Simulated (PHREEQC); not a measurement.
Make-up at 25 °C: 0.24 mol/kgw Cu(NO3)2, 0.022 mol/kgw HCl and 0.1 mol/kgw KCl. Closed to the air; pH follows from the charge balance.

Equilibrium calculation in PHREEQC: ion-association model, phreeqc.dat.

```tsv
quantity	before	after
pH	1.78	1.54
ionic strength (mol/kgw)	0.813	1.33
Cl- (mol/kgw)	0.107	0.0544
SI of Sylvite (KCl)	-3.29	-3.62
```

Question: Name the change that produced these shifts.
A) Cu(NO3)2 replaced by Fe(NO3)3 at the same molality
B) KCl from 0.1 to 0.5 mol/kgw
C) 0.058 mol/kgw Cd(NO3)2 added

Answer: A, Cu(NO3)2 replaced by Fe(NO3)3 at the same molality

No solid was allowed to form. The ionic strength passes 0.7 mol/kgw, the rough limit of the ion-association models, in every such run. Some of these states are supersaturated (in Hematite (slow to form), Goethite (slow to form), for instance).
